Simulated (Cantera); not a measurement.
An isothermal, constant-pressure homogeneous reactor starts with 0.433 % CH4, 99.6 % N2, at 1550 K and 1330 Pa.

Cantera simulation using GRI-Mech 3.0 (53 species, 325 reactions); the numbers are that mechanism's predictions, not measurements. GRI-Mech 3.0 stops at C3 and has no aromatics, soot or wall deposition, so with more carbon than oxygen in the feed, carbon stays in small species such as C2H2 where larger ones or solid carbon would form. Radical loss at walls, strong at low pressure, is not modelled.

x: mole fraction; the columns are a selection and need not sum to one.

| t (s) | x CH4 | x CH3 | x C2H | x C2H2 | x C2H6 | x H2 |
|---|---|---|---|---|---|---|
| 7.00e-5 | 0.00433 | 3.54e-9 | <1e-12 | <1e-12 | <1e-12 | 1.50e-10 |
| 0.000270 | 0.00433 | 1.52e-8 | <1e-12 | <1e-12 | <1e-12 | ___ |
| 0.00104 | 0.00433 | 7.35e-8 | <1e-12 | <1e-12 | <1e-12 | ___ |
| 0.00403 | 0.00433 | 3.54e-7 | <1e-12 | <1e-12 | 1.98e-12 | ___ |
| 0.0156 | 0.00433 | 1.47e-6 | <1e-12 | 3.47e-12 | 1.08e-10 | ___ |
| 0.0602 | 0.00432 | 5.79e-6 | <1e-12 | 8.34e-10 | 3.26e-9 | ___ |
| 0.233 | 0.00430 | 2.22e-5 | 1.54e-12 | 1.82e-7 | 6.03e-8 | ___ |
| 0.898 | 0.00406 | 7.50e-5 | 2.35e-10 | 3.32e-5 | 7.25e-7 | ___ |
| 3.47 | 0.00219 | 6.80e-5 | 4.28e-9 | 0.000953 | 5.79e-7 | ___ |
| 13.4 | 0.000558 | 2.21e-5 | 9.47e-9 | 0.00186 | 5.77e-8 | ___ |
| 51.8 | 7.72e-5 | 4.32e-6 | 1.49e-8 | 0.00211 | 2.09e-9 | 0.00634 |
| 200 | 1.09e-5 | 7.06e-7 | 1.74e-8 | 0.00214 | 5.41e-11 | 0.00644 |

Task: Fill in the missing entries.

Result: 
- 0.000270, x H2: 2.04e-9
- 0.00104, x H2: 2.28e-8
- 0.00403, x H2: 1.58e-7
- 0.0156, x H2: 7.19e-7
- 0.0602, x H2: 2.94e-6
- 0.233, x H2: 1.50e-5
- 0.898, x H2: 0.000259
- 3.47, x H2: 0.00305
- 13.4, x H2: 0.00560
